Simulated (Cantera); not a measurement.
A perfectly stirred reactor is fed with CO : O2 : H2O : N2 = 0.0052 : 0.0089 : 0.021 : 1 (molar parts), equivalence ratio 0.29, at 13300 Pa; it is held at 1375 K, and followed from long to short residence time.

Cantera simulation using GRI-Mech 3.0 (53 species, 325 reactions); the numbers are that mechanism's predictions, not measurements.

### Question
What does this change do: pressure from 13300 Pa to 120000 Pa?

### Answer
```tsv
quantity	before	after
x(CO) at τ = 1.00 s	0.000134	3.95e-5
x(O2) at τ = 1.00 s	0.00616	0.00611
x(H2O) at τ = 1.00 s	0.0201	0.0203
x(OH) at τ = 1.00 s	0.000171	4.03e-5
x(NO2) at τ = 1.00 s	3.13e-11	1.74e-9
x(CO) at τ = 51.0 ms	0.000822	0.000287
x(O2) at τ = 51.0 ms	0.00662	0.00623
x(H2O) at τ = 51.0 ms	0.0194	0.0202
x(OH) at τ = 51.0 ms	0.000357	0.000102
x(NO2) at τ = 51.0 ms	1.13e-11	4.52e-10
```

### Question
What does this change do: temperature 1375 to 1275 K?

### Answer
```csv
quantity,before,after
x(CO) at τ = 1.00 s,0.000134,0.000149
x(O2) at τ = 1.00 s,0.00616,0.00618
x(H2O) at τ = 1.00 s,0.0201,0.0202
x(OH) at τ = 1.00 s,0.000171,0.000116
x(NO2) at τ = 1.00 s,3.13e-11,1.91e-11
x(CO) at τ = 51.0 ms,0.000822,0.000989
x(O2) at τ = 51.0 ms,0.00662,0.00670
x(H2O) at τ = 51.0 ms,0.0194,0.0196
x(OH) at τ = 51.0 ms,0.000357,0.000246
x(NO2) at τ = 51.0 ms,1.13e-11,8.15e-12
```
